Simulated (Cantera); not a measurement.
An isothermal, constant-pressure homogeneous reactor starts with NO : N2 = 1 : 2.2 (molar parts), at 1748 K and 90000 Pa.

Model: GRI-Mech 3.0 (53 species, 325 reactions), integrated in Cantera.

Problem. Predict: x(NO) at 70.0 s; x(O) at 70.0 s; x(N2) at 70.0 s; x(N2O) at 70.0 s; x(NO2) at 70.0 s.

Solution. 
- x(NO) at 70.0 s: 0.0256 (gas-phase equilibrium 0.00309)
- x(O) at 70.0 s: 2.95e-5 (gas-phase equilibrium 3.06e-5)
- x(N2) at 70.0 s: 0.831 (gas-phase equilibrium 0.842)
- x(N2O) at 70.0 s: 4.17e-7 (gas-phase equilibrium 1.75e-7)
- x(NO2) at 70.0 s: 5.62e-5 (gas-phase equilibrium 7.04e-6)
